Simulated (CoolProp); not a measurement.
Model: reference Helmholtz-energy equation of state, Lemmon 2006, in CoolProp. It is a short technical equation, of lower accuracy than the large ones.

**Question.** Give the vapour pressure (bar), vapour density (kg/m³), surface tension (mN/m), liquid conductivity (mW/(m K)) of saturated C2F6 (R116) at -25.95, -16.25 °C.

**Answer.** 
| T (°C) | p (bar) | vapour density (kg/m³) | surface tension (mN/m) | liquid conductivity (mW/(m K)) |
|---|---|---|---|---|
| -25.95 | 8.70 | 73.6 | 4.36 | 55.4 |
| -16.25 | 11.7 | 102 | 3.24 | 51.4 |

Thermal conductivity comes from a separate model (Huber 2003), an estimate that may be off by 10 % or more. Surface tension comes from a separate correlation (Mulero 2012).
